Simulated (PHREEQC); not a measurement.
PHREEQC input (ion-association model, wateq4f.dat):

```
SOLUTION_MASTER_SPECIES
  An  An-  0  An  62.0  # stands for a non-complexing anion
SOLUTION_SPECIES
  An- = An-
    -log_k 0
    -gamma 3.0 0
PHASES
  Fix_H+
    H+ = H+
    -log_k 0
SOLUTION 1
  temp 25
  units mmol/kgw
  pH 7 charge
  Na 300
  An 300
END
SELECTED_OUTPUT 1
  -reset false
  -pH true
  -pe true
  -ionic_strength true
  -water true
  -totals Na
  -molalities Hfo_wOH Hfo_wOH2+ Hfo_wO- Hfo_sOH Hfo_sOH2+ Hfo_sO-
USER_PUNCH 1
  -headings sigma psi
  10 PUNCH EDL("sigma", "Hfo"), EDL("psi", "Hfo")
PRINT
  -reset false
USE solution 1
SURFACE 1
  Hfo_wOH 7.64045e-05 600 0.034
  Hfo_sOH 1.91011e-06
EQUILIBRIUM_PHASES 1
  Fix_H+ -4 HAn 10
    -force_equality true
  O2(g) -0.68 10
END
# ... the last block is repeated for the other 16 points of pH, with NaOH or the acid as the point needs
```

Selected output (columns that matter, 17 of 17 rows; pH added in front):

```
pH	mu	Na	m_Hfo_wOH	m_Hfo_wOH2+	m_Hfo_wO-	m_Hfo_sOH	m_Hfo_sOH2+	m_Hfo_sO-	sigma	psi
4	0.30017	0.3	4.4245e-06	7.1974e-05	6.231e-09	1.1061e-07	1.7993e-06	1.5578e-10	0.34892	0.12297
4.5	0.30007	0.3	1.0668e-05	6.5697e-05	3.9687e-08	2.6671e-07	1.6424e-06	9.9217e-10	0.31833	0.11834
5	0.30004	0.3	2.0573e-05	5.5657e-05	1.7421e-07	5.1433e-07	1.3914e-06	4.3553e-09	0.269	0.1099
5.5	0.30003	0.3	3.1948e-05	4.3924e-05	5.3234e-07	7.987e-07	1.0981e-06	1.3308e-08	0.21038	0.097711
6	0.30002	0.3	4.2176e-05	3.2993e-05	1.2351e-06	1.0544e-06	8.2483e-07	3.0878e-08	0.15397	0.08262
6.5	0.30001	0.3	4.989e-05	2.4154e-05	2.3607e-06	1.2472e-06	6.0384e-07	5.9018e-08	0.10566	0.065369
7	0.30001	0.3	5.4893e-05	1.7587e-05	3.9249e-06	1.3723e-06	4.3968e-07	9.8124e-08	0.066238	0.046397
7.5	0.3	0.3	5.7611e-05	1.2899e-05	5.8947e-06	1.4403e-06	3.2247e-07	1.4737e-07	0.033958	0.026026
8	0.3	0.3	5.8618e-05	9.5051e-06	8.2815e-06	1.4654e-06	2.3763e-07	2.0704e-07	0.0059324	0.004737
8.5	0.30001	0.30001	5.8236e-05	6.8875e-06	1.1281e-05	1.4559e-06	1.7219e-07	2.8201e-07	-0.021299	-0.016733
9	0.30002	0.30003	5.6334e-05	4.7436e-06	1.5326e-05	1.4084e-06	1.1859e-07	3.8316e-07	-0.051309	-0.037584
9.5	0.30006	0.30006	5.2408e-05	2.9962e-06	2.1e-05	1.3102e-06	7.4905e-08	5.2501e-07	-0.08729	-0.057214
10	0.30016	0.30017	4.5909e-05	1.6754e-06	2.882e-05	1.1477e-06	4.1884e-08	7.205e-07	-0.13161	-0.075259
10.5	0.30048	0.3005	3.669e-05	7.9234e-07	3.8922e-05	9.1726e-07	1.9809e-08	9.7304e-07	-0.18486	-0.091358
11	0.3015	0.30152	2.5525e-05	2.9506e-07	5.0584e-05	6.3812e-07	7.3766e-09	1.2646e-06	-0.24382	-0.10488
11.5	0.30469	0.30472	1.4533e-05	7.8303e-08	6.1793e-05	3.6333e-07	1.9576e-09	1.5448e-06	-0.29921	-0.11485
12	0.31482	0.31485	6.4381e-06	1.3574e-08	6.9953e-05	1.6095e-07	3.3935e-10	1.7488e-06	-0.33909	-0.12032
```

Species that the database lacks are ignored.
